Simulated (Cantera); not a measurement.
Charge: 1 mol MgSO₄, 0.18 mol H₂O, a varied amount of H₂, at 477 °C and 44.3 Torr.

Cantera equilibrium calculation (NASA polynomials, part measured and part estimated; ideal gas, pure solids and liquids). Candidate condensed phases: H₂O, H₂SO₄, Mg, MgO, Mg(OH)₂, MgS, MgSO₄, S; 26 gas species. Gases not in the tables: S₃ to S₇. The numbers say what is thermodynamically allowed, not how fast it happens.

x: gas mole fraction; n: condensed amount in mol.

| n(H₂) (mol) | x H₂O | x SO₂ | x H₂S | x S₂ | n MgO(s) | n MgSO₄(s) |
|---|---|---|---|---|---|---|
| 0.33 | 0.617 | 0.378 | 0.00369 | 0.00138 | 0.316 | 0.684 |
| 0.43 | 0.598 | 0.396 | 0.00430 | 0.00182 | 0.409 | 0.591 |
| 0.55 | 0.583 | 0.409 | 0.00481 | 0.00223 | 0.520 | 0.480 |
| 0.7 | 0.571 | 0.421 | 0.00525 | 0.00262 | 0.659 | 0.341 |
| 0.91 | 0.560 | 0.430 | 0.00565 | 0.00302 | 0.852 | 0.148 |
| 1.2 | 0.580 | [?] | [?] | [?] | 1.00 | 0 |
| 1.5 | 0.629 | [?] | [?] | [?] | 1.00 | 0 |
| 1.9 | 0.680 | 0.225 | 0.0591 | 0.0346 | 1.00 | 0 |
| 2.5 | 0.733 | 0.126 | 0.0980 | 0.0418 | 1.00 | 0 |

### Question
Complete the blanks.

### Answer

- 1.2, x SO₂: 0.395
- 1.2, x H₂S: 0.0148
- 1.2, x S₂: 0.00988
- 1.5, x SO₂: 0.313
- 1.5, x H₂S: 0.0341
- 1.5, x S₂: 0.0229
